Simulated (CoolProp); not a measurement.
Properties of R236FA along the isobar 2270 kPa (Tc = 398.1 K, pc = 3191 kPa, ω = 0.377).

The numbers come from the reference Helmholtz-energy equation of state, Pan 2012 in CoolProp.

```tsv
T (K)	phase	density (kg/m³)	cp (kJ/(kg K))	cv (kJ/(kg K))	Joule-Thomson coefficient (K/MPa)	Prandtl number	fugacity coefficient
232	liquid	1569	1.159	0.8107	-0.3223	9.66	0.006665
244.6	liquid	1533	1.164	0.8137	-0.3050	8.10	0.01359
257.2	liquid	1497	1.172	0.8206	-0.2829	6.99	0.02533
269.8	liquid	1459	1.185	0.8306	-0.2553	6.17	0.04376
282.4	liquid	1420	1.201	0.8430	-0.2209	5.53	0.07089
295	liquid	1380	1.222	0.8575	-0.1776	5.02	0.1086
307.6	liquid	1338	1.247	0.8735	-0.1220	4.61	0.1587
320.2	liquid	1292	1.277	0.8909	-0.04828	4.26	0.2223
332.7	liquid	1244	1.315	0.9097	0.05280	3.96	0.2994
345.3	liquid	1190	1.367	0.9305	0.2032	3.71	0.3911
357.9	liquid	1127	1.443	0.9543	0.4498	3.50	0.4958
370.5	liquid	1049	1.584	0.9838	0.9398	3.36	0.6114
```

Viscosity comes from a separate model (Huber 2003), an estimate that may be off by 10 % or more. Thermal conductivity comes from a separate model (Huber 2003), an estimate that may be off by 10 % or more.
